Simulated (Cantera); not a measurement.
Predominance diagram of Ca at 477 °C against the partial pressures of O2 and Cl2 (log10, bar). Source: NASA polynomial tables (part measured, part estimated), evaluated in Cantera. Candidates: Ca(s), CaCl2(s), CaO(s). Only these pure phases compete in this equilibrium. Not in the tables: oxide halides.

Task: Which phase is stable at these pairs, and which metal-bearing vapour leads over it? (-35.8, -34.1); (-13.8, -20.9); (-41.2, -42.8); (-35.8, -16.5); (-30.2, -38.5); (-11, -12.2); (-8.2, -51.6)

Result: 
```tsv
log p(O2)	log p(Cl2)	phase	chief vapour	log p (bar)
-35.8	-34.1	CaO(s)	CaCl2	-20.8
-13.8	-20.9	CaO(s)	CaCl2	-18.6
-41.2	-42.8	CaO(s)	Ca	-24.7
-35.8	-16.5	CaCl2(s)	CaCl2	-13.1
-30.2	-38.5	CaO(s)	CaCl2	-28.0
-11	-12.2	CaCl2(s)	CaCl2	-13.1
-8.2	-51.6	CaO(s)	CaO	-38.0
```
